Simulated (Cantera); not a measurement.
Equilibrium for tantalum, niobium, vanadium and zirconium in process gases: Zr + NH3 + H2O

Charge: 1 mol Zr, 0.14 mol NH3, 4.7 mol H2O, held at 1575 K and 16.0 mbar.

Equilibrium computed with Cantera from the NASA thermochemical tables; the gas is ideal and each condensed phase is pure. Candidate condensed phases: H2O, Zr, ZrN, ZrO2; 28 gas species. The numbers say what is thermodynamically allowed, not how fast it happens.

| Item | Value |
|---|---|
| x(H2O) | 0.542 |
| x(H2) | 0.444 |
| x(N2) | 0.0141 |
| x(H) | 0.000219 |
| x(OH) | 9.71e-6 |
| n(ZrO2(tetragonal)) | 1.00 mol |
| gas amount | 4.981 mol |
| log10 activity of Zr(β) (absent) | -16.20 |
